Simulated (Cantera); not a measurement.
# Ammonia decomposition in nitride growth gas

An isothermal, constant-pressure homogeneous reactor starts with 6.25 % NH3, 93.8 % H2, at 1850 K and 100.0 Torr.

Computed with Cantera and the gas-phase N/H chemistry of the illustrative SiF4/NH3 mechanism in the Surface Chemkin manual (1991). Walls and surfaces, which speed up NH3 decomposition in real reactors, are not modelled.

| t (s) | x NH3 | x H2 | x H | x N2H4 | x N2H2 | x N2 | x NH2 |
|---|---|---|---|---|---|---|---|
| 1.00e-6 | 0.0625 | 0.938 | 2.15e-8 | <1e-12 | <1e-12 | <1e-12 | 1.16e-8 |
| 5.24e-6 | 0.0625 | 0.938 | 1.36e-7 | <1e-12 | <1e-12 | <1e-12 | 3.77e-8 |
| 2.75e-5 | 0.0625 | 0.937 | 7.59e-7 | <1e-12 | <1e-12 | <1e-12 | 1.52e-7 |
| 0.000144 | 0.0625 | 0.937 | 4.03e-6 | <1e-12 | 2.18e-12 | 2.85e-12 | 7.48e-7 |
| 0.000756 | 0.0625 | 0.937 | 2.12e-5 | 3.47e-12 | 6.97e-11 | 1.30e-9 | 3.88e-6 |
| 0.00397 | 0.0625 | 0.937 | 0.000110 | 9.41e-11 | 2.54e-9 | 3.23e-7 | 2.02e-5 |
| 0.0208 | 0.0622 | 0.937 | 0.000449 | 1.54e-9 | 7.45e-8 | 7.23e-5 | 8.16e-5 |
| 0.109 | 0.0596 | 0.938 | 0.000531 | 1.96e-9 | 1.04e-7 | 0.00131 | 9.23e-5 |
| 0.572 | 0.0474 | 0.945 | 0.000575 | 1.44e-9 | 7.91e-8 | 0.00704 | 7.91e-5 |
| 3.00 | 0.0157 | 0.961 | 0.000831 | 3.16e-10 | 2.09e-8 | 0.0220 | 3.71e-5 |
x: mole fraction; the columns are a selection and need not sum to one.

Equilibrium at this temperature and pressure: NH3 5.71e-7, H2 0.969, H 0.00146, N2H4 <1e-12, N2H2 <1e-12, N2 0.0294, NH2 2.36e-9 (gas phase only).
